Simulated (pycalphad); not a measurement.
Computed with pycalphad from the COST 507 light-alloy database (1999), at 1 atm. The database dates from 1999; later assessments differ in places, in temperatures and in the compounds included.

Molar enthalpy of Al-0.58Si-2.64Fe (at.%) in equilibrium (SER reference):

```json
[
 {"T (°C)": "1577", "H (kJ/mol)": "55.98", "phases": "liquid"},
 {"T (°C)": "1497", "H (kJ/mol)": "53.41", "phases": "liquid"},
 {"T (°C)": "1417", "H (kJ/mol)": "50.85", "phases": "liquid"},
 {"T (°C)": "1337", "H (kJ/mol)": "48.29", "phases": "liquid"},
 {"T (°C)": "1257", "H (kJ/mol)": "45.73", "phases": "liquid"},
 {"T (°C)": "1177", "H (kJ/mol)": "43.18", "phases": "liquid"},
 {"T (°C)": "1097", "H (kJ/mol)": "40.63", "phases": "liquid"},
 {"T (°C)": "1017", "H (kJ/mol)": "38.08", "phases": "liquid"},
 {"T (°C)": "937", "H (kJ/mol)": "35.54", "phases": "liquid"},
 {"T (°C)": "857", "H (kJ/mol)": "32.99", "phases": "liquid"},
 {"T (°C)": "817", "H (kJ/mol)": "31.72", "phases": "liquid"},
 {"T (°C)": "777", "H (kJ/mol)": "30.38", "phases": "liquid + AL13FE4"},
 {"T (°C)": "697", "H (kJ/mol)": "26.81", "phases": "liquid + AL13FE4"},
 {"T (°C)": "617", "H (kJ/mol)": "13.63", "phases": "fcc + AL13FE4 + ALFESI_ALPHA"},
 {"T (°C)": "577", "H (kJ/mol)": "12.28", "phases": "fcc + AL13FE4 + ALFESI_ALPHA"},
 {"T (°C)": "537", "H (kJ/mol)": "10.98", "phases": "fcc + AL13FE4 + ALFESI_ALPHA"},
 {"T (°C)": "457", "H (kJ/mol)": "8.51", "phases": "fcc + ALFESI_ALPHA + AL13FE4"},
 {"T (°C)": "377", "H (kJ/mol)": "6.16", "phases": "fcc + ALFESI_ALPHA + AL13FE4"},
 {"T (°C)": "297", "H (kJ/mol)": "3.89", "phases": "fcc + ALFESI_ALPHA + AL13FE4"}
]
```

Cooling from 817 °C to 617 °C, across the freezing range, releases 18.1 kJ/mol, or 652 J/g. The slope is 32 J/(mol K) in the liquid and 34 J/(mol K) just below the solidus, where it includes any heat of precipitation. Liquidus 781 °C, solidus 632 °C. Changes were sought between steps of 40 K, so a narrower field can be missed.

Database names, with the compositions (at.%) that they take in these runs: AL13FE4: Al 76 Fe 24; ALFESI_ALPHA: Al 74 Fe 19 Si 7.
